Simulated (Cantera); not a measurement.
Input: 1 mol Si, 0.048 mol CO₂, 1.4 mol N₂, held at 2025 K and 13.3 mbar.

Equilibrium computed with Cantera from the NASA thermochemical tables; the gas is ideal and each condensed phase is pure. Candidate condensed phases: C, Si, SiC, SiO₂, Si₂N₂O, Si₃N₄; 34 gas species. Mutual solubility and eutectic melting of coexisting phases are not modelled. The tables' values for SiN are old estimates; treat these amounts as uncertain. The numbers say what is thermodynamically allowed, not how fast it happens.

Question: What is the equilibrium state?

Answer: x(N₂): 0.931
x(SiO): 0.0468
x(CO): 0.0171
x(Si): 0.00437
x(Si₂N): 0.000153
x(Si₂C): 0.000133
x(SiN): 0.000119
x(Si₂): 4.80e-5
x(Si₃): 1.02e-5
n(Si(l)): 0.900 mol
n(SiC(s)): 0.0221 mol
gas amount: 1.503 mol
log10 activity of C(graphite) (absent): -1.22
